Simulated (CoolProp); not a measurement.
Aqueous propylene glycol as a coolant, 6 % by mass, freezing at -1.5 °C, 1 atm.

Values from CoolProp's Melinder's fits for secondary coolants.

| T (°C) | cp (kJ/(kg K)) | conductivity (W/(m K)) | Prandtl number | density (kg/m³) |
|---|---|---|---|---|
| 4.6 | 4.113 | 0.541 | (withheld) | 1005 |
| 10.8 | 4.114 | 0.551 | 12.1 | 1005 |
| 16.9 | 4.115 | 0.561 | 9.98 | 1004 |
| 23.1 | 4.118 | (withheld) | 8.33 | (withheld) |
| 29.3 | (withheld) | (withheld) | 7.07 | 1001 |
| 35.4 | 4.127 | 0.587 | (withheld) | 998.4 |

Question: What belongs in the gaps?

Answer: 
- 4.6, Prandtl number: 15.0
- 23.1, conductivity (W/(m K)): 0.570
- 23.1, density (kg/m³): 1002
- 29.3, cp (kJ/(kg K)): 4.122
- 29.3, conductivity (W/(m K)): 0.579
- 35.4, Prandtl number: 6.09
